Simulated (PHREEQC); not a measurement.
Solution (20 °C): 0.0019 mol/kgw ZnSO4, 0.0013 mol/kgw H3AsO4, 0.011 mol/kgw NaF and 0.0001 mol/kgw Na2SO4. Closed to the air; pH follows from the charge balance.

Model: ion-association model, wateq4f.dat, run in PHREEQC.

```json
[
 {"quantity": "SO4-2 (mol/kgw)", "before": "0.00171", "after": "0.000898"},
 {"quantity": "Zn+2 (mol/kgw)", "before": "0.00156", "after": "0.000833"},
 {"quantity": "HF (mol/kgw)", "before": "0.00112", "after": "0.000530"},
 {"quantity": "SI of Goslarite (ZnSO4:7H2O)", "before": "-4.01", "after": "-4.45"},
 {"quantity": "SI of Mirabilite (Na2SO4:10H2O)", "before": "-5.66", "after": "-6.46"}
]
```

Which change was made?
(A) temperature from 20 to 70 °C
(B) diluted 2-fold with water
(C) temperature from 20 to 30 °C
(D) NaF from 0.011 to 0.022 mol/kgw
(E) diluted 100-fold with water

B, diluted 2-fold with water

This is a speciation only: nothing precipitates in the calculation. The database has no arsenate complexes of Zn.
